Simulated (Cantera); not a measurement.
Thermodynamics of carbothermic reduction, feed Ta2O5 + C + H2

Charge: 1 mol Ta2O5, 0.45 mol C, 0.33 mol H2, at 36.0 Pa.

These are equilibrium values from Cantera (NASA tables, ideal gas, pure condensed phases), not measurements of a reactor. Candidate condensed phases: C, C6H6, C7H8, C8H18, H2O, Ta, TaC, Ta2O5; 113 gas species. Mutual solubility and eutectic melting of coexisting phases are not modelled. TaC: taken at fixed stoichiometry. Condensed phases not in the tables: Ta2C, N, O or C dissolved in the metal. Equilibrium is a limit: real reactors are often held back by kinetics, nucleation or transport.

From 825 °C to 1425 °C the condensed part is TaC(s) + Ta2O5(s). At 1525 °C the condensed part is Ta(s) + TaC(s) + Ta2O5(s). From 1625 °C to 1725 °C the condensed part is Ta(s) + Ta2O5(s). From 1825 °C to 2025 °C the condensed part is Ta(s) + Ta2O5(l).

```json
[
 {"T (°C)": "825", "x CO": "0.493", "x H2": "0.507", "x H": "9.28e-7", "x TaO2": "<1e-12", "x TaO": "<1e-12", "n TaC(s)": "0.129", "n Ta2O5(s)": "0.936", "n Ta(s)": "0", "n Ta2O5(l)": "0"},
 {"T (°C)": "925", "x CO": "0.493", "x H2": "0.506", "x H": "7.13e-6", "x TaO2": "<1e-12", "x TaO": "<1e-12", "n TaC(s)": "0.129", "n Ta2O5(s)": "0.936", "n Ta(s)": "0", "n Ta2O5(l)": "0"},
 {"T (°C)": "1025", "x CO": "0.493", "x H2": "0.506", "x H": "4.02e-5", "x TaO2": "2.94e-12", "x TaO": "<1e-12", "n TaC(s)": "0.129", "n Ta2O5(s)": "0.936", "n Ta(s)": "0", "n Ta2O5(l)": "0"},
 {"T (°C)": "1125", "x CO": "0.493", "x H2": "0.506", "x H": "0.000177", "x TaO2": "2.29e-10", "x TaO": "5.24e-12", "n TaC(s)": "0.129", "n Ta2O5(s)": "0.936", "n Ta(s)": "0", "n Ta2O5(l)": "0"},
 {"T (°C)": "1225", "x CO": "0.493", "x H2": "0.506", "x H": "0.000644", "x TaO2": "9.82e-9", "x TaO": "4.31e-10", "n TaC(s)": "0.129", "n Ta2O5(s)": "0.936", "n Ta(s)": "0", "n Ta2O5(l)": "0"},
 {"T (°C)": "1325", "x CO": "0.493", "x H2": "0.505", "x H": "0.00199", "x TaO2": "2.59e-7", "x TaO": "2.02e-8", "n TaC(s)": "0.129", "n Ta2O5(s)": "0.936", "n Ta(s)": "0", "n Ta2O5(l)": "0"},
 {"T (°C)": "1425", "x CO": "0.492", "x H2": "0.502", "x H": "0.00540", "x TaO2": "4.60e-6", "x TaO": "5.94e-7", "n TaC(s)": "0.129", "n Ta2O5(s)": "0.936", "n Ta(s)": "0", "n Ta2O5(l)": "0"},
 {"T (°C)": "1525", "x CO": "0.553", "x H2": "0.434", "x H": "0.0122", "x TaO2": "5.75e-5", "x TaO": "1.13e-5", "n TaC(s)": "0.0353", "n Ta2O5(s)": "0.917", "n Ta(s)": "0.131", "n Ta2O5(l)": "0"},
 {"T (°C)": "1625", "x CO": "0.569", "x H2": "0.404", "x H": "0.0262", "x TaO2": "0.000448", "x TaO": "8.68e-5", "n TaC(s)": "0", "n Ta2O5(s)": "0.910", "n Ta(s)": "0.180", "n Ta2O5(l)": "0"},
 {"T (°C)": "1725", "x CO": "0.560", "x H2": "0.384", "x H": "0.0524", "x TaO2": "0.00282", "x TaO": "0.000540", "n TaC(s)": "0", "n Ta2O5(s)": "0.909", "n Ta(s)": "0.180", "n Ta2O5(l)": "0"},
 {"T (°C)": "1825", "x CO": "0.539", "x H2": "0.347", "x H": "0.0955", "x TaO2": "0.0140", "x TaO": "0.00273", "n TaC(s)": "0", "n Ta2O5(s)": "0", "n Ta(s)": "0.177", "n Ta2O5(l)": "0.905"},
 {"T (°C)": "1925", "x CO": "0.493", "x H2": "0.283", "x H": "0.156", "x TaO2": "0.0550", "x TaO": "0.0114", "n TaC(s)": "0", "n Ta2O5(s)": "0", "n Ta(s)": "0.164", "n Ta2O5(l)": "0.888"},
 {"T (°C)": "2025", "x CO": "0.382", "x H2": "0.174", "x H": "0.211", "x TaO2": "0.190", "x TaO": "0.0419", "n TaC(s)": "0", "n Ta2O5(s)": "0", "n Ta(s)": "0.106", "n Ta2O5(l)": "0.810"}
]
```
x: gas mole fraction; n: condensed amount in mol.
